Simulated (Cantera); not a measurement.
A perfectly stirred reactor is fed with C2H6 : N2 = 1 : 7.1 (molar parts), at 0.00170 bar; it is held at 1350 K, and followed from long to short residence time.

Model: GRI-Mech 3.0 (53 species, 325 reactions), integrated in Cantera. GRI-Mech 3.0 stops at C3 and has no aromatics, soot or wall deposition, so with more carbon than oxygen in the feed, carbon stays in small species such as C2H2 where larger ones or solid carbon would form. Radical loss at walls, strong at low pressure, is not modelled.

Problem. Predict: x(C2H6) at τ = 0.360 s; x(CH4) at τ = 0.360 s; x(C2H) at τ = 0.360 s; x(H2) at τ = 0.360 s; x(CH2) at τ = 0.360 s; x(C2H6) at τ = 17.0 ms; x(CH4) at τ = 17.0 ms; x(H2) at τ = 17.0 ms; x(CH2) at τ = 17.0 ms.

Solution. 
| Quantity | Value |
|---|---|
| x(C2H6) at τ = 0.360 s | 0.0201 |
| x(CH4) at τ = 0.360 s | 0.0446 |
| x(C2H) at τ = 0.360 s | 2.94e-8 |
| x(H2) at τ = 0.360 s | 0.0725 |
| x(CH2) at τ = 0.360 s | 1.18e-6 |
| x(C2H6) at τ = 17.0 ms | 0.109 |
| x(CH4) at τ = 17.0 ms | 0.00300 |
| x(H2) at τ = 17.0 ms | 0.00828 |
| x(CH2) at τ = 17.0 ms | 9.26e-7 |
